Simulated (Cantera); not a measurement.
A freely propagating, adiabatic, planar premixed flame of CH4 : O2 : N2 = 1 : 1.43 : 5.37 (molar parts), unburnt at 400 K and 180000 Pa; mixture-averaged transport, grid criteria slope 0.08 and curve 0.16, no radiation.

Computed with Cantera and GRI-Mech 3.0 (53 species, 325 reactions). Burning velocities carry a grid error of a few per cent, more on coarse grids.

**Question.** How do the results move with these cheaper or finer settings: unity-Lewis-number transport; multicomponent transport; multicomponent+Soret transport; grid criteria slope 0.5, curve 1; grid criteria slope 0.25, curve 0.5; grid criteria slope 0.03, curve 0.06?

**Answer.** 
| setting | laminar burning velocity | thermal thickness | peak x(CH3) | peak x(C2H6) | grid points |
|---|---|---|---|---|---|
| as above | 19.9 cm/s | 0.562 mm | 0.00217 | 0.00135 | 127 |
| unity-Lewis-number transport | 14.9 cm/s | 0.672 mm | 0.00188 | 0.00102 | 129 |
| multicomponent transport | 19.9 cm/s | 0.572 mm | 0.00217 | 0.00137 | 127 |
| multicomponent+Soret transport | 20.2 cm/s | 0.555 mm | 0.00219 | 0.00137 | 130 |
| grid criteria slope 0.5, curve 1 | 21.4 cm/s | 0.601 mm | 0.00216 | 0.00134 | 35 |
| grid criteria slope 0.25, curve 0.5 | 20.5 cm/s | 0.577 mm | 0.00216 | 0.00135 | 54 |
| grid criteria slope 0.03, curve 0.06 | 19.6 cm/s | 0.556 mm | 0.00217 | 0.00136 | 329 |
The base run took roughly 8 core-seconds.
Unity Lewis numbers drop preferential diffusion, which matters most where H2 and H carry the flame; Soret adds thermal diffusion.
